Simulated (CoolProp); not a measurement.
A Linde-Hampson liquefier for CF4 (R14): isothermal reversible compression at 320 K from 1 atm to 15 MPa, throttling to 1 atm, return gas leaving the recuperator 2 K below the feed. Each further row changes one setting.

Computed with CoolProp (reference Helmholtz-energy equation of state, Platzer 1990). This equation is an older, rougher fit; its heat capacities, sound speeds and derivatives of the liquid may be far off and weren't checked against measurements.

| case | liquid yield per pass | compression work (kJ/kg of gas) |
|---|---|---|
| as stated | 0.192 | 141 |
| high pressure 30 MPa | 0.245 | 159 |
| warm-end temperature 350 K | 0.141 | 158 |
| warm-end gap 7 K | 0.180 | 141 |
